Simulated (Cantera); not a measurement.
Cantera run, input and output.

```python
import numpy as np
import cantera as ct

gas = ct.Solution("gri30.yaml")
gas.TPX = 450, 500000, {'CH4': 1, 'C2H6': 0.87, 'C3H8': 0.26, 'O2': 5.77, 'N2': 21.7}
flame = ct.FreeFlame(gas, width=0.013)
flame.set_refine_criteria(ratio=3, slope=0.08, curve=0.16)
flame.transport_model = "mixture-averaged"
flame.solve(loglevel=0, auto=True)
z, T = flame.grid, flame.T
thick = (T[-1] - T[0]) / np.gradient(T, z).max()
show = ['CH4', 'C2H6', 'C3H8', 'H2', 'OH', 'CH3']
print(f"laminar burning velocity  {flame.velocity[0] * 100:.3f} cm/s")
print(f"burnt temperature         {T[-1]:.1f} K")
print(f"thermal thickness         {thick * 1e3:.4f} mm")
print(f"grid points               {len(z)}")
z0 = z[flame.heat_release_rate.argmax()]
print(f"{'z/mm':>9s}{'T/K':>9s}{'u/(m/s)':>9s}" + "".join(f"{s:>11s}" for s in show))
rows = []
for k in (-3, -2, -1.5, -1, -0.5, -0.25, 0, 0.25, 0.5, 1, 2, 4, 8):
    zz = z0 + k * thick
    rows.append([k * thick, np.interp(zz, z, T), np.interp(zz, z, flame.velocity),
                 *(np.interp(zz, z, flame.X[gas.species_index(s)]) for s in show)])
    print(f"{rows[-1][0] * 1e3:9.3f}{rows[-1][1]:9.1f}{rows[-1][2]:9.3f}" + "".join(f"{x:11.3e}" for x in rows[-1][3:]))
```

It prints:

```
laminar burning velocity  53.669 cm/s
burnt temperature         2354.8 K
thermal thickness         0.0931 mm
grid points               147
     z/mm      T/K  u/(m/s)        CH4       C2H6       C3H8         H2         OH        CH3
   -0.279    450.5    0.538  3.372e-02  2.935e-02  8.773e-03  1.321e-03  6.247e-14  2.876e-11
   -0.186    453.7    0.543  3.358e-02  2.928e-02  8.756e-03  3.342e-03  2.124e-12  2.339e-10
   -0.140    465.5    0.559  3.324e-02  2.915e-02  8.729e-03  5.723e-03  4.997e-11  1.636e-09
   -0.093    544.5    0.659  3.154e-02  2.825e-02  8.578e-03  1.030e-02  6.984e-09  8.246e-08
   -0.047    993.2    1.230  2.323e-02  1.956e-02  6.296e-03  1.729e-02  9.549e-06  9.883e-05
   -0.023   1435.2    1.812  1.473e-02  8.015e-03  2.293e-03  2.070e-02  1.458e-04  1.180e-03
    0.000   1851.6    2.366  4.631e-03  4.239e-04  4.595e-05  2.093e-02  1.582e-03  1.649e-03
    0.023   2041.8    2.604  4.168e-04  9.816e-07  9.567e-09  1.709e-02  4.806e-03  2.469e-04
    0.047   2109.8    2.677  1.861e-05  9.953e-10  2.363e-13  1.503e-02  6.378e-03  1.351e-05
    0.093   2180.6    2.751  5.038e-08  1.258e-14  1.723e-20  1.428e-02  6.339e-03  4.365e-08
    0.186   2249.4    2.826  5.201e-12  9.510e-21  5.528e-30  1.329e-02  5.203e-03  5.349e-12
    0.372   2302.5    2.884  1.735e-14  6.647e-26  9.182e-38  1.209e-02  3.808e-03  3.647e-14
    0.745   2334.4    2.919  1.930e-14  1.672e-26  8.224e-38  1.129e-02  2.660e-03  2.993e-14
```

Computed with Cantera and GRI-Mech 3.0 (53 species, 325 reactions). Burning velocities carry a grid error of a few per cent, more on coarse grids.
